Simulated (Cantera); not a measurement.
A perfectly stirred reactor is fed with CO : O2 : H2O : N2 = 0.0041 : 0.0023 : 0.00027 : 1 (molar parts), equivalence ratio 0.89, at 2850 Torr; it is held at 1323 K, and followed from long to short residence time.

Model: GRI-Mech 3.0 (53 species, 325 reactions), integrated in Cantera.

**Question.** What does this change do: O2 0.0023 to 0.00041 parts?

**Answer.** 
| quantity | before | after |
|---|---|---|
| x(CO) at τ = 0.690 s | 0.000223 | 0.00312 |
| x(O2) at τ = 0.690 s | 0.000357 | 2.41e-6 |
| x(H2O) at τ = 0.690 s | 0.000263 | 0.000116 |
| x(H2O2) at τ = 0.690 s | 6.35e-10 | 2.33e-12 |
| x(H2) at τ = 0.690 s | 2.68e-6 | 0.000144 |
| x(CO) at τ = 57.0 ms | 0.000960 | 0.00316 |
| x(O2) at τ = 57.0 ms | 0.000720 | 1.02e-5 |
| x(H2O) at τ = 57.0 ms | 0.000255 | 0.000144 |
| x(H2O2) at τ = 57.0 ms | 2.19e-9 | 4.00e-11 |
| x(H2) at τ = 57.0 ms | 6.45e-6 | 9.81e-5 |

**Question.** What does this change do: O2 0.0023 to 0.015 parts?

**Answer.** 
```csv
quantity,before,after
x(CO) at τ = 0.690 s,0.000223,0.000171
x(O2) at τ = 0.690 s,0.000357,0.0128
x(H2O) at τ = 0.690 s,0.000263,0.000264
x(H2O2) at τ = 0.690 s,6.35e-10,8.24e-10
x(H2) at τ = 0.690 s,2.68e-6,1.09e-7
x(CO) at τ = 57.0 ms,0.000960,0.000911
x(O2) at τ = 57.0 ms,0.000720,0.0132
x(H2O) at τ = 57.0 ms,0.000255,0.000261
x(H2O2) at τ = 57.0 ms,2.19e-9,3.83e-9
x(H2) at τ = 57.0 ms,6.45e-6,6.11e-7
```
